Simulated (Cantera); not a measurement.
# Adiabatic ignition

An adiabatic, constant-volume homogeneous reactor starts with 1.90 % CH₄, 0.436 % C₂H₆, 0.246 % C₃H₈, 20.5 % O₂, 77.0 % N₂, equivalence ratio 0.32, at 1448 K and 2.50 bar.

Detailed kinetics in Cantera: GRI-Mech 3.0 (53 species, 325 reactions).

| t (s) | T (K) | P (bar) | x CH₄ | x C₂H₆ | x C₃H₈ | x C₂H₂ | x C₂H | x C₂H₄ |
|---|---|---|---|---|---|---|---|---|
| 3.00e-6 | 1448 | 2.50 | 0.0189 | 0.00435 | 0.00245 | 1.77e-10 | <1e-12 | 1.33e-5 |
| 8.02e-6 | 1447 | 2.50 | 0.0189 | 0.00433 | 0.00242 | 3.26e-9 | <1e-12 | 5.49e-5 |
| 2.14e-5 | 1447 | 2.50 | 0.0188 | 0.00419 | 0.00230 | 1.25e-7 | <1e-12 | 0.000312 |
| 5.73e-5 | 1490 | 2.58 | 0.0158 | 0.00232 | 0.00104 | 2.64e-5 | 7.84e-10 | 0.00319 |
| 0.000153 | 2290 | 3.99 | <1e-12 | <1e-12 | <1e-12 | <1e-12 | <1e-12 | <1e-12 |
| 0.000410 | 2314 | 4.02 | <1e-12 | <1e-12 | <1e-12 | <1e-12 | <1e-12 | <1e-12 |
| 0.00110 | 2313 | 4.02 | <1e-12 | <1e-12 | <1e-12 | <1e-12 | <1e-12 | <1e-12 |
| 0.00293 | 2312 | 4.02 | <1e-12 | <1e-12 | <1e-12 | <1e-12 | <1e-12 | <1e-12 |
| 0.00783 | 2309 | 4.01 | <1e-12 | <1e-12 | <1e-12 | <1e-12 | <1e-12 | <1e-12 |
| 0.0209 | 2301 | 4.00 | <1e-12 | <1e-12 | <1e-12 | <1e-12 | <1e-12 | <1e-12 |
| 0.0560 | 2291 | 3.98 | <1e-12 | <1e-12 | <1e-12 | <1e-12 | <1e-12 | <1e-12 |
| 0.150 | 2284 | 3.97 | <1e-12 | <1e-12 | <1e-12 | <1e-12 | <1e-12 | <1e-12 |
| 0.400 | 2283 | 3.97 | <1e-12 | <1e-12 | <1e-12 | <1e-12 | <1e-12 | <1e-12 |
x: mole fraction; the columns are a selection and need not sum to one.

| Item | Value |
|---|---|
| time of steepest temperature rise | 78.9 µs |
| temperature at 0.400 s | 2283 K |
| equilibrium temperature | 2283 K |
| x(CH₄) at 0.400 s | <1e-12 (gas-phase equilibrium <1e-12) |
| x(C₂H₆) at 0.400 s | <1e-12 (gas-phase equilibrium <1e-12) |
| x(C₃H₈) at 0.400 s | <1e-12 (gas-phase equilibrium <1e-12) |
